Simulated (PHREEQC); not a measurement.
Solution A (0.0082 mol HF, 0.0001 mol H2SiF6 and 7.9e-05 mol H2SO4 per kg of water) is mixed with solution B (34 mmol/kgw NH3, 0.82 mmol/kgw H4SiO4 and 0.75 mmol/kgw H3BO3) at 20 °C; shares are by mass of water, 1 kg in all. Oxygen alone is held at its pressure in air (log pO2 = -0.68). No CO2 enters from the air. Solids allowed: Chalcedony. Others were left out.

The numbers come from PHREEQC with the ion-association model, wateq4f.dat.

Task: Predict pH, H2BO3- (mol/kgw), H3SiO4- (mol/kgw) at share of solution B = 0.05, 0.3, 0.7, 0.75.

Result: 
```tsv
share of solution B	pH	H2BO3- (mol/kgw)	H3SiO4- (mol/kgw)
0.05	2.87	7.01e-13	0
0.3	9.20	0.000107	5.25e-5
0.7	10.17	0.000468	0.000399
0.75	10.25	0.000511	0.000448
```

Complexes and solids missing from the database can't appear. SiF6-2 is the database's only silicon fluoride. Real BF4- forms and hydrolyses slowly; the run takes it at equilibrium.
